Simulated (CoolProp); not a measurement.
Vapour-liquid equilibrium of R22 (1) + R115 (2) at 663 kPa; x and y are mole fractions of (1).

The numbers come from the multi-fluid Helmholtz-energy mixture model, Kamei 1995 and Lemmon 2016; pair parameters Bell 2016 in CoolProp.

```csv
x,bubble temperature (K),y at the bubble point,dew temperature at overall composition x (K),liquid density (mol/L)
0.05,284.5,0.098,285.6,…
0.2,280.6,0.283,282.2,9.506
0.35,279.1,0.401,…,…
0.5,278.6,0.505,278.6,10.96
0.65,…,0.619,279.1,11.86
0.8,279.9,0.759,280.3,12.87
0.95,…,…,281.8,14.03
```

Task: Complete the blanks.

Result: 
- 0.05, liquid density (mol/L): 8.884
- 0.35, dew temperature at overall composition x (K): 279.7
- 0.35, liquid density (mol/L): 10.18
- 0.65, bubble temperature (K): 278.9
- 0.95, bubble temperature (K): 281.6
- 0.95, y at the bubble point: 0.934

y crosses x between x = 0.5 and 0.65: the model has an azeotrope there.

The pair parameters rest on a limited set of measurements; away from them the model extrapolates.
